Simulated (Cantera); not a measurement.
An isothermal, constant-pressure homogeneous reactor starts with H₂ : O₂ = 0.1 : 1 (molar parts), at 1048 K and 0.0220 bar. Integrator tolerance rtol = 1e-08.

Detailed kinetics in Cantera: the H2/O2 subset of GRI-Mech 3.0, which has no nitrogen chemistry. Radical loss at walls, strong at low pressure, is not modelled. The temperature is held fixed by assumption; the heat of reaction is taken as removed at once.

### Question
What does this change do: temperature 1048 to 1450 K?

### Answer
```csv
quantity,before,after
x(H₂) at 3.00 s,3.62e-8 (gas-phase equilibrium 2.33e-10),8.83e-7 (gas-phase equilibrium 6.43e-7)
x(O₂) at 3.00 s,0.905 (gas-phase equilibrium 0.905),0.905 (gas-phase equilibrium 0.905)
x(OH) at 3.00 s,1.25e-5 (gas-phase equilibrium 1.03e-6),0.000214 (gas-phase equilibrium 0.000183)
x(H₂O) at 3.00 s,0.0952 (gas-phase equilibrium 0.0952),0.0951 (gas-phase equilibrium 0.0951)
x(H) at 3.00 s,1.38e-9 (gas-phase equilibrium <1e-12),8.27e-8 (gas-phase equilibrium 5.15e-8)
```
